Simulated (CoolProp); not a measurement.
Nitrous oxide along the isobar 0.619 MPa: Z from the reference equation and from simpler models built on Tc = 309.5 K, pc = 7.245 MPa, ω = 0.161; each cubic takes its own stable root.

Values from CoolProp's reference Helmholtz-energy equation of state, Lemmon 2006. It is a short technical equation, of lower accuracy than the large ones.

| T (K) | phase | reference |
|---|---|---|
| 262 | gas | 0.9479 |
| 266.5 | gas | 0.9508 |
| 271 | gas | 0.9534 |
| 275.5 | gas | 0.9559 |
| 280 | gas | 0.9582 |
| 284.5 | gas | 0.9603 |
| 289 | gas | 0.9623 |
| 293.5 | gas | 0.9642 |
| 298 | gas | 0.9659 |
| 302.4 | gas | 0.9675 |
| 306.9 | gas | 0.9690 |
| 311.4 | gas | 0.9705 |
| 315.9 | gas | 0.9718 |
| 320.4 | gas | 0.9731 |
| 324.9 | gas | 0.9743 |

### Question
How far does each simpler model (Pitzer virial, Soave-Redlich-Kwong) lie from the reference over these 15 states: mean and median of the absolute difference, and the worst?

### Answer
- Pitzer virial: mean 0.1 %, median 0.1 %, worst +0.2 % at 262 K and 0.619 MPa
- Soave-Redlich-Kwong: mean 0.1 %, median 0.1 %, worst +0.2 % at 262 K and 0.619 MPa
